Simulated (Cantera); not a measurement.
Charge: 1 mol MgSO4, 0.96 mol H2, 0.56 mol CO2, held at 750 Torr.

Equilibrium computed with Cantera from the NASA thermochemical tables; the gas is ideal and each condensed phase is pure. Candidate condensed phases: C, C6H6, C7H8, C8H18, H2O, H2SO4, Mg, MgCO3, MgO, Mg(OH)2, MgS, MgSO4, S; 130 gas species. Rates play no part. All values below are at 1300 K.

Base state: SO2 0.391, H2O 0.379, CO2 0.221, O2 0.00603, SO3 0.00371 (mole fractions); condensed: MgO(s).

### Question
What changes in the equilibrium state with this change: CO2 from 0.56 to 4.1 mol?

### Answer
| species | before | after |
|---|---|---|
| CO2 | 0.221 | 0.675 |
| SO2 | 0.391 | 0.164 |
| H2O | 0.379 | 0.158 |
| SO3 | 0.00371 | 0.00105 |
| O2 | 0.00603 | 0.00277 |
| MgO(s), mol | 1.00 | 1.00 |

### Question
What changes in the equilibrium state with this change: H2 from 0.96 to 0.053 mol?

### Answer
```csv
species,before,after
CO2,0.221,0.573
SO2,0.391,0.260
O2,0.00603,0.103
H2O,0.379,0.0543
SO3,0.00371,0.0102
"MgO(s), mol",1.00,0.264
"MgSO4(s), mol",0,0.736
```
Mutual solubility and eutectic melting of coexisting phases are not modelled.
